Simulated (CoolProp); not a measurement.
R22 at several states: fugacity coefficient from the reference equation and from simpler models built on Tc = 96.1 °C, pc = 4.990 MPa, ω = 0.221; each cubic takes its own stable root.

Computed with CoolProp (reference Helmholtz-energy equation of state, Kamei 1995).

```tsv
T (°C)	p (MPa)	phase	reference
147.45	4.43	gas	0.8135
-17.75	0.0513	gas	0.9875
224.45	0.0507	gas	0.9988
106.65	0.322	gas	0.9799
-34.85	13.7	liquid	0.01416
```

### Question
How far does each simpler model (van der Waals, Redlich-Kwong, Soave-Redlich-Kwong, Peng-Robinson) lie from the reference over these 5 states: mean and median of the absolute difference, and the worst?

### Answer
- van der Waals: mean 95.9 %, median 0.2 %, worst +478.3 % at -34.85 °C and 13.7 MPa
- Redlich-Kwong: mean 13.4 %, median 0.3 %, worst +65.7 % at -34.85 °C and 13.7 MPa
- Soave-Redlich-Kwong: mean 1.0 %, median 0.2 %, worst +4.4 % at -34.85 °C and 13.7 MPa
- Peng-Robinson: mean 0.6 %, median 0.2 %, worst -2.3 % at 147.45 °C and 4.43 MPa
